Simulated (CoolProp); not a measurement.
50 sccm (0 °C, 1 atm) of nitrogen bubbles through liquid ethanol at 306.4 K and leaves saturated at a total pressure of 0.15 MPa (ideal gas phase). Each further row changes one setting.

The numbers come from the reference Helmholtz-energy equation of state, Schroeder 2014 in CoolProp.

| case | vapour pressure (kPa) | mole fraction of vapour | delivery (mg/min) | delivery (sccm) | change of delivery for a bath 1 K warmer (%) |
|---|---|---|---|---|---|
| as stated | 12.5 | 0.0834 | 9.35 | (withheld) | 6.1 |
| bath temperature 311.4 K | (withheld) | 0.109 | 12.6 | 6.11 | 6.0 |
| total pressure 0.3 MPa | 12.5 | (withheld) | (withheld) | (withheld) | (withheld) |

Task: Fill in the missing entries.

Result: 
- as stated, delivery (sccm): 4.55
- bath temperature 311.4 K, vapour pressure (kPa): 16.3
- total pressure 0.3 MPa, mole fraction of vapour: 0.0417
- total pressure 0.3 MPa, delivery (mg/min): 4.47
- total pressure 0.3 MPa, delivery (sccm): 2.18
- total pressure 0.3 MPa, change of delivery for a bath 1 K warmer (%): 5.8
